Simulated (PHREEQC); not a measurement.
Dissolve 0.53 mol CaCl2 and 0.54 mol FeCl2 per kg of water at 25 °C. Closed to the air; pH follows from the charge balance.

The numbers come from PHREEQC with the ion-association model with the Davies equation for every ion, phreeqc.dat.

- pH: 5.13
- ionic strength: 2.35 mol/kgw
- activity of water: 0.953

```csv
species,molality,activity,log γ
Cl-,1.71,1.93,0.052
Ca+2,0.530,0.852,0.206
FeCl+,0.427,0.481,0.052
Fe+2,0.113,0.181,0.206
H+,6.56e-6,7.39e-6,0.052
FeOH+,6.55e-6,7.37e-6,0.052
```

No solid was allowed to form. Caution: at this ionic strength the ion-association model is outside its range; a Pitzer model would be the better tool where its parameters exist. Species that the database lacks are ignored.
